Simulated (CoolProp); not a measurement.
A single-stage vapour-compression cycle with the fluid: evaporating at 294.15 K (dew point), condensing at 354.15 K (bubble point), superheat 0 K, subcooling 5 K, compressor efficiency 0.75, no pressure losses. The same conditions are run with several fluids, on thermodynamics alone (safety and materials aside).

Model: reference Helmholtz-energy equation of state of each fluid (carbonyl sulfide: Lemmon 2006; cyclopropane: Polt 1992; R1336mzz(Z): McLinden 2020; vinyl chloride: Thol 2022; n-perfluorobutane: Gao 2022; R227EA: Lemmon 2016), in CoolProp. The equations of Platzer and Polt are older, rougher fits.

### Question
Rank carbonyl sulfide, cyclopropane, R1336mzz(Z), vinyl chloride, n-perfluorobutane, R227EA by cooling COP, highest first.

### Answer
vinyl chloride (2.98), cyclopropane (2.76), R1336mzz(Z) (2.70), carbonyl sulfide (2.58), R227EA (1.88), n-perfluorobutane (1.45)

```json
[
 {"fluid": "carbonyl sulfide", "pressure ratio": "3.59", "discharge temperature (K)": "406.4", "refrigerating effect (kJ/kg)": "166", "volumetric capacity (kJ/m³)": "5590"},
 {"fluid": "cyclopropane", "pressure ratio": "3.97", "discharge temperature (K)": "379.2", "refrigerating effect (kJ/kg)": "272", "volumetric capacity (kJ/m³)": "3460"},
 {"fluid": "R1336mzz(Z)", "pressure ratio": "7.04", "discharge temperature (K)": "354.1", "refrigerating effect (kJ/kg)": "100", "volumetric capacity (kJ/m³)": "438"},
 {"fluid": "vinyl chloride", "pressure ratio": "4.53", "discharge temperature (K)": "393.3", "refrigerating effect (kJ/kg)": "238", "volumetric capacity (kJ/m³)": "2290"},
 {"fluid": "n-perfluorobutane", "pressure ratio": "5.03", "discharge temperature (K)": "354.2", "refrigerating effect (kJ/kg)": "23.7", "volumetric capacity (kJ/m³)": "593"},
 {"fluid": "R227EA", "pressure ratio": "4.73", "discharge temperature (K)": "354.1", "refrigerating effect (kJ/kg)": "43.6", "volumetric capacity (kJ/m³)": "1390"}
]
```

The compression ends wet for: R1336mzz(Z); n-perfluorobutane; R227EA.
